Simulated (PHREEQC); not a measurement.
City or well water: speciation

Synthetic water in mg/kgw, 20 °C, pH 6.47, pe 1.4:

```csv
constituent,mg/kgw
Na,45.3
K,30.6
Ca,25.7
Mg,3.48
Cl,31.8
S(6) as SO4,13.4
Alkalinity as HCO3,189
N(-3) as NH4,0.0303
B,0.0166
```

Valence states are taken as typed.

Model: ion-association model, phreeqc.dat, run in PHREEQC.

Precipitation was switched off in this run.

Problem. What specific conductance, charge-balance error does the model give?

Solution. specific conductance 391 µS/cm; charge-balance error 0.6 %.

Problem. In which forms is C present?

Solution. HCO3- 57 %, CO2 43 % of the C.
